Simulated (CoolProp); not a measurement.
Vapour-liquid equilibrium of propylene (1) + 1-butene (2) at 291.9 K; x and y are mole fractions of (1).

The numbers come from the multi-fluid Helmholtz-energy mixture model, Lemmon 2013 and Lemmon 2005; pair parameters Bell 2016 in CoolProp.

```csv
x,bubble pressure (MPa),y at the bubble point,dew pressure at overall composition x (MPa),liquid density (mol/L)
0.05,0.2786,0.156,0.2547,10.71
0.125,0.3297,0.332,0.2712,10.83
0.2,0.3815,0.463,0.2899,10.96
0.275,0.4339,0.565,0.3114,11.09
0.35,0.4869,0.646,0.3361,11.22
0.425,0.5407,0.713,0.3649,11.34
0.5,0.5952,0.769,0.3991,11.47
0.575,0.6505,0.817,0.4400,11.60
0.65,0.7068,0.858,0.4898,11.73
0.725,0.7640,0.895,0.5516,11.85
0.8,0.8224,0.927,0.6301,11.97
0.875,0.8820,0.957,0.7322,12.09
0.95,0.9431,0.983,0.8681,12.21
```

No azeotrope shows between x = 0.05 and 0.95.

Pair parameters are fitted to limited data, so mixtures are less certain than the pure fluids.
